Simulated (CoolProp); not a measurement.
The fluid at 293.15 K and 0.202 MPa (liquid) is heated at constant pressure to 395.7 K. The same conditions are run with several fluids, on thermodynamics alone (safety and materials aside).

Computed with CoolProp (reference Helmholtz-energy equation of state of each fluid (n-heptane: Span 2003; dimethyl carbonate: Zhou 2011; isohexane: Lemmon 2006; R245fa: Akasaka 2015; R1336mzz(Z): McLinden 2020)).

Question: Rank n-heptane, dimethyl carbonate, isohexane, R245fa, R1336mzz(Z) by heat (kJ/kg), highest first.

Answer: dimethyl carbonate (551), isohexane (537), R245fa (292), R1336mzz(Z) (265), n-heptane (250)

| fluid | final phase | final density (kg/m³) |
|---|---|---|
| n-heptane | liquid | 590 |
| dimethyl carbonate | gas | 5.79 |
| isohexane | gas | 5.59 |
| R245fa | gas | 8.44 |
| R1336mzz(Z) | gas | 10.5 |
